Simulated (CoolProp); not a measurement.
Vapour-liquid equilibrium of R134a (1) + R152A (2) at 258.1 K; x and y are mole fractions of (1).

Values from CoolProp's multi-fluid Helmholtz-energy mixture model, Tillner-Roth 1994 and Outcalt 1996; pair parameters Lemmon 2004.

```csv
x,"bubble pressure, mixture model (MPa)","bubble pressure, Raoult's law (MPa)","y, mixture model","y, Raoult's law"
0.05,0.1481,0.1491,…,0.055
0.125,0.1478,0.1503,…,0.136
0.2,0.1478,0.1514,0.202,0.216
0.275,0.1481,0.1526,0.281,0.295
0.35,0.1486,0.1537,0.362,0.373
0.425,0.1494,0.1548,…,0.449
0.5,0.1505,0.1560,0.523,0.524
0.575,0.1518,0.1571,0.602,0.599
0.65,0.1534,0.1583,…,0.672
0.725,0.1552,0.1594,0.754,0.744
0.8,0.1572,0.1606,0.826,0.815
0.875,0.1595,0.1617,0.894,0.885
0.95,0.1619,0.1628,0.959,0.954
```

Task: Some entries are withheld; supply them.

Result: 
- 0.05, y, mixture model: 0.048
- 0.125, y, mixture model: 0.124
- 0.425, y, mixture model: 0.443
- 0.65, y, mixture model: 0.680

The largest gap from Raoult's law is -3.5 % in bubble pressure, at x = 0.5. y crosses x between x = 0.125 and 0.2: the model has an azeotrope there.

Pair parameters are fitted to limited data, so mixtures are less certain than the pure fluids.
